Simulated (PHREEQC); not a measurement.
Consider water at 80 °C with 120 mmol/kgw Mg(NO3)2 and 13 mmol/kgw Na2SO4. Closed to the air; pH follows from the charge balance.

Computed with PHREEQC (ion-association model, phreeqc.dat).

This is a speciation only: nothing precipitates in the calculation.

### Question
Order these S species by the share of S that they hold, largest first: MgSO4, NaSO4-, SO4-2.

### Answer
MgSO4 (80 %), SO4-2 (19 %), NaSO4- (0.68 %)

The ionic strength is 0.357 mol/kgw. Species that the database lacks are ignored. At this temperature some constants are extrapolated from 25 °C, and those without enthalpy data are left unchanged.
